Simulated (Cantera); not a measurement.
Feed: 1 mol Fe3O4, a varied amount of H2, equilibrated at 1023 K and 13.3 mbar.

Cantera equilibrium calculation (NASA polynomials, part measured and part estimated; ideal gas, pure solids and liquids). Candidate condensed phases: Fe, FeO, Fe(OH)2, Fe(OH)3, Fe2O3, Fe3O4, H2O; 12 gas species. Mutual solubility and eutectic melting of coexisting phases are not modelled. The tables' stoichiometric FeO is somewhat more stable than real wüstite, so its field is too wide. FeO: taken at fixed stoichiometry. Rates play no part.

Which condensed phases are stable at each of these points (n(H2) (mol)): 19, 30, 47, 73, 110, 180, 280, 430?


```json
[
 {"n(H2) (mol)": "19", "condensed phases": "Fe(α) + FeO(s)", "Fe condensed (%)": "100.0"},
 {"n(H2) (mol)": "30", "condensed phases": "Fe(α)", "Fe condensed (%)": "100.0"},
 {"n(H2) (mol)": "47", "condensed phases": "Fe(α)", "Fe condensed (%)": "100.0"},
 {"n(H2) (mol)": "73", "condensed phases": "Fe(α)", "Fe condensed (%)": "100.0"},
 {"n(H2) (mol)": "110", "condensed phases": "Fe(α)", "Fe condensed (%)": "100.0"},
 {"n(H2) (mol)": "180", "condensed phases": "Fe(α)", "Fe condensed (%)": "100.0"},
 {"n(H2) (mol)": "280", "condensed phases": "Fe(α)", "Fe condensed (%)": "100.0"},
 {"n(H2) (mol)": "430", "condensed phases": "Fe(α)", "Fe condensed (%)": "100.0"}
]
```

At 19 mol H2 the condensed part is Fe(α) + FeO(s). From 30 mol H2 to 430 mol H2 the condensed part is Fe(α).
